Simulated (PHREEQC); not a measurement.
Consider water at 25 °C with 0.0032 mol/kgw CuSO4. Closed to the air; pH follows from the charge balance.

Computed with PHREEQC (ion-association model, wateq4f.dat).

```json
[
 {"quantity": "pH", "before": "5.10", "after": "2.61"},
 {"quantity": "ionic strength (mol/kgw)", "before": "0.0104", "after": "0.0184"},
 {"quantity": "SO4-2 (mol/kgw)", "before": "0.00259", "after": "0.00506"},
 {"quantity": "HSO4- (mol/kgw)", "before": "1.46e-6", "after": "0.000825"}
]
```

### Question
Name the change that produced these shifts.
A) diluted 5-fold with water
B) CuSO4 from 0.0032 to 0.0016 mol/kgw
C) CuSO4 replaced by FeSO4 at the same molality
D) 0.0036 mol/kgw NaHSO4 added

### Answer
D, 0.0036 mol/kgw NaHSO4 added

This is a speciation only: nothing precipitates in the calculation. Some of these states are supersaturated (in Brochantite, Antlerite, for instance).
